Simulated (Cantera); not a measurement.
# Premixed flame

A freely propagating, adiabatic, planar premixed flame of 9.52 % CH4, 19.0 % O2, 71.4 % N2, equivalence ratio 1.0, unburnt at 600 K and 15000 Pa; mixture-averaged transport, grid criteria slope 0.08 and curve 0.16, no radiation.

Model: GRI-Mech 3.0 (53 species, 325 reactions), integrated in Cantera. Burning velocities carry a grid error of a few per cent, more on coarse grids.

| z (mm) | T (K) | u (m/s) | x CH4 | x O2 | x OH | x O | x NO | x HCO |
|---|---|---|---|---|---|---|---|---|
| -5.25 | 600 | 1.84 | 0.0951 | 0.190 | <1e-8 | <1e-8 | <1e-8 | <1e-8 |
| -3.50 | 601 | 1.84 | 0.0949 | 0.190 | 3.83e-8 | 2.34e-8 | <1e-8 | <1e-8 |
| -2.63 | 604 | 1.86 | 0.0944 | 0.189 | 6.85e-7 | 1.73e-7 | <1e-8 | <1e-8 |
| -1.75 | 644 | 2.00 | 0.0913 | 0.186 | 1.06e-5 | 1.90e-6 | 6.00e-8 | <1e-8 |
| -0.876 | 960 | 3.02 | 0.0690 | 0.161 | 9.49e-5 | 4.27e-5 | 8.04e-7 | 1.61e-6 |
| -0.438 | 1346 | 4.30 | 0.0386 | 0.122 | 0.000694 | 0.000272 | 2.34e-6 | 3.27e-5 |
| 0 | 1719 | 5.55 | 0.0104 | 0.0746 | 0.00325 | 0.00147 | 5.59e-6 | 0.000106 |
| 0.438 | 1877 | 6.09 | 0.00112 | 0.0450 | 0.00756 | 0.00434 | 9.94e-6 | 4.27e-5 |
| 0.876 | 1910 | 6.18 | 6.54e-5 | 0.0331 | 0.0101 | 0.00646 | 1.29e-5 | 3.84e-6 |
| 1.75 | 1931 | 6.22 | 2.03e-7 | 0.0269 | 0.0113 | 0.00737 | 1.55e-5 | 3.42e-8 |
| 3.50 | 1953 | 6.27 | <1e-8 | 0.0246 | 0.0115 | 0.00729 | 1.79e-5 | 1.73e-8 |
| 7.01 | 1983 | 6.35 | <1e-8 | 0.0235 | 0.0116 | 0.00679 | 2.23e-5 | 1.47e-8 |
| 14.0 | 2029 | 6.48 | <1e-8 | 0.0222 | 0.0115 | 0.00594 | 3.15e-5 | 1.18e-8 |
x: mole fraction of selected species; z is measured from the peak of heat release.

laminar burning velocity: 184 cm/s
thermal thickness: 1.75 mm
peak x(OH): 0.0116
peak x(O): 0.00740
peak x(HCO): 0.000106
grid points: 148
